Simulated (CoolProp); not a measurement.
Vapour-liquid equilibrium of ethanol (1) + n-octane (2) at 451.2 K; x and y are mole fractions of (1).

Computed with CoolProp (multi-fluid Helmholtz-energy mixture model, Schroeder 2014 and Beckmüller 2019; pair parameters Bell 2016).

```csv
x,"bubble pressure, mixture model (MPa)","bubble pressure, Raoult's law (MPa)","y, mixture model","y, Raoult's law"
0.05,0.5892,0.4342,0.377,0.219
0.15,0.9192,0.5884,0.598,0.484
0.25,1.129,0.7426,0.677,0.639
0.35,1.274,0.8968,0.722,0.741
0.45,1.387,1.051,0.756,0.813
0.55,1.488,1.205,0.788,0.867
0.65,1.583,1.359,0.822,0.908
0.75,1.678,1.513,0.862,0.941
0.85,1.770,1.668,0.909,0.968
0.95,1.858,1.822,0.967,0.990
```

The largest gap from Raoult's law is +56.2 % in bubble pressure, at x = 0.15. No azeotrope shows between x = 0.05 and 0.95.

Pair parameters are fitted to limited data, so mixtures are less certain than the pure fluids. With so large a gap from Raoult's law the liquid may split in two, which this calculation doesn't test in full.
